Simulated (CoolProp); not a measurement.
Vapour-liquid equilibrium of fluoroethane (R161) (1) + R134a (2) at 17.3 kPa; x and y are mole fractions of (1).

The numbers come from the multi-fluid Helmholtz-energy mixture model, Wu 2012 and Tillner-Roth 1994; pair parameters Bell 2016 in CoolProp.

### Question
Give the bubble temperature and the first vapour's composition at x = 0.2, 0.35, 0.95. Is there an azeotrope?

### Answer
x = 0.2: 212.1 K, y = 0.313; x = 0.35: 210.4 K, y = 0.509; x = 0.95: 203.7 K, y = 0.979. No azeotrope shows between x = 0.05 and 0.95.

Pair parameters are fitted to limited data, so mixtures are less certain than the pure fluids.
